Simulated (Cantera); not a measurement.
Input: 1 mol FeCl₂, 0.41 mol H₂, held at 402 °C and 1.33 mbar.

Cantera equilibrium calculation (NASA polynomials, part measured and part estimated; ideal gas, pure solids and liquids). Candidate condensed phases: Fe, FeCl₂, FeCl₃; 11 gas species. The numbers say what is thermodynamically allowed, not how fast it happens.

Base state: H₂ 0.858, HCl 0.142, FeCl₂ 0.000340 (mole fractions); condensed: Fe(α) + FeCl₂(s).

What changes in the equilibrium state with this change: temperature from 402 °C to 577 °C?


```json
[
 {"species": "HCl", "before": "0.142", "after": "0.526"},
 {"species": "FeCl₂", "before": "0.000340", "after": "0.376"},
 {"species": "H₂", "before": "0.858", "after": "0.0527"},
 {"species": "Fe₂Cl₄", "before": "7.59e-6", "after": "0.0453"},
 {"species": "FeCl₃", "before": "7.74e-9", "after": "6.80e-5"},
 {"species": "Fe(α), mol", "before": "0.0313", "after": "0.342"},
 {"species": "FeCl₂(s), mol", "before": "0.969", "after": "0.0517"}
]
```
